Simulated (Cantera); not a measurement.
A perfectly stirred reactor is fed with H2 : O2 : N2 = 0.67 : 1 : 0.95 (molar parts), equivalence ratio 0.34, at 100.0 Torr; it is held at 1100 K, and followed from long to short residence time.

Computed with Cantera and the H2/O2 subset of GRI-Mech 3.0, which has no nitrogen chemistry. The temperature is held fixed by assumption; the heat of reaction is taken as removed at once.

Problem. What does this change do: temperature 1100 to 1348 K?

Solution. 
```csv
quantity,before,after
x(H2) at τ = 7.90 s,0.000119,4.43e-5
x(O2) at τ = 7.90 s,0.291,0.291
x(H2O) at τ = 7.90 s,0.293,0.293
x(H) at τ = 7.90 s,1.54e-6,2.51e-6
x(HO2) at τ = 7.90 s,3.90e-6,1.17e-6
x(H2) at τ = 33.0 ms,0.00393,0.00163
x(O2) at τ = 33.0 ms,0.292,0.289
x(H2O) at τ = 33.0 ms,0.288,0.289
x(H) at τ = 33.0 ms,0.000370,0.000637
x(HO2) at τ = 33.0 ms,4.28e-5,2.01e-5
```

Problem. What does this change do: temperature 1100 to 1375 K?

Solution. 
| quantity | before | after |
|---|---|---|
| x(H2) at τ = 7.90 s | 0.000119 | 4.31e-5 |
| x(O2) at τ = 7.90 s | 0.291 | 0.291 |
| x(H2O) at τ = 7.90 s | 0.293 | 0.293 |
| x(H) at τ = 7.90 s | 1.54e-6 | 2.62e-6 |
| x(HO2) at τ = 7.90 s | 3.90e-6 | 1.06e-6 |
| x(H2) at τ = 33.0 ms | 0.00393 | 0.00160 |
| x(O2) at τ = 33.0 ms | 0.292 | 0.289 |
| x(H2O) at τ = 33.0 ms | 0.288 | 0.289 |
| x(H) at τ = 33.0 ms | 0.000370 | 0.000670 |
| x(HO2) at τ = 33.0 ms | 4.28e-5 | 1.86e-5 |
